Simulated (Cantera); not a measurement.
A Cantera script and its output.

```python
import numpy as np
import cantera as ct

gas = ct.Solution("gri30.yaml")
gas.TPX = 600, 51000, {'CH3OH': 1, 'O2': 1.07, 'N2': 4.03}
flame = ct.FreeFlame(gas, width=0.064)
flame.set_refine_criteria(ratio=3, slope=0.08, curve=0.16)
flame.transport_model = "mixture-averaged"
flame.solve(loglevel=0, auto=True)
z, T = flame.grid, flame.T
thick = (T[-1] - T[0]) / np.gradient(T, z).max()
show = ['CH3OH', 'O2', 'CH2O', 'CH2', 'C2H', 'H2O']
print(f"laminar burning velocity  {flame.velocity[0] * 100:.3f} cm/s")
print(f"burnt temperature         {T[-1]:.1f} K")
print(f"thermal thickness         {thick * 1e3:.4f} mm")
print(f"grid points               {len(z)}")
z0 = z[flame.heat_release_rate.argmax()]
print(f"{'z/mm':>9s}{'T/K':>9s}{'u/(m/s)':>9s}" + "".join(f"{s:>11s}" for s in show))
rows = []
for k in (-3, -2, -1.5, -1, -0.5, -0.25, 0, 0.25, 0.5, 1, 2, 4, 8):
    zz = z0 + k * thick
    rows.append([k * thick, np.interp(zz, z, T), np.interp(zz, z, flame.velocity),
                 *(np.interp(zz, z, flame.X[gas.species_index(s)]) for s in show)])
    print(f"{rows[-1][0] * 1e3:9.3f}{rows[-1][1]:9.1f}{rows[-1][2]:9.3f}" + "".join(f"{x:11.3e}" for x in rows[-1][3:]))
```

Output:

```
laminar burning velocity  166.710 cm/s
burnt temperature         2217.9 K
thermal thickness         0.4056 mm
grid points               133
     z/mm      T/K  u/(m/s)      CH3OH         O2       CH2O        CH2        C2H        H2O
   -1.217    600.3    1.675  1.632e-01  1.746e-01  1.095e-06  3.417e-25  4.380e-30  1.010e-04
   -0.811    603.4    1.696  1.619e-01  1.730e-01  1.807e-05  7.860e-21  1.111e-26  9.218e-04
   -0.608    614.9    1.743  1.599e-01  1.706e-01  9.955e-05  1.035e-17  2.749e-24  3.347e-03
   -0.406    681.6    1.970  1.529e-01  1.628e-01  8.143e-04  6.228e-14  2.873e-20  1.497e-02
   -0.203   1014.4    3.072  1.153e-01  1.306e-01  6.887e-03  2.296e-09  3.561e-14  6.405e-02
   -0.101   1368.5    4.314  6.509e-02  9.514e-02  1.433e-02  9.800e-07  4.269e-11  1.134e-01
    0.000   1729.4    5.681  1.252e-02  5.834e-02  9.934e-03  2.270e-05  3.239e-09  1.671e-01
    0.101   1871.2    6.222  3.827e-04  3.473e-02  8.661e-04  1.441e-05  1.278e-08  1.974e-01
    0.203   1906.7    6.333  2.907e-06  1.984e-02  2.094e-05  2.124e-06  7.638e-09  2.112e-01
    0.406   1940.3    6.410  2.570e-09  8.258e-03  1.691e-07  4.473e-08  4.169e-10  2.175e-01
    0.811   1975.1    6.484  2.294e-12  4.643e-03  7.797e-10  5.203e-11  1.142e-12  2.156e-01
    1.622   2015.7    6.591  1.496e-15  3.546e-03  6.100e-10  1.132e-14  1.935e-16  2.166e-01
    3.245   2065.7    6.731  1.344e-15  2.574e-03  6.272e-10  7.657e-15  1.430e-20  2.206e-01
```

Computed with Cantera and GRI-Mech 3.0 (53 species, 325 reactions). GRI-Mech 3.0 was tuned for natural gas; its chemistry of methanol as a main component is partial and can be far from experiment. Burning velocities carry a grid error of a few per cent, more on coarse grids.
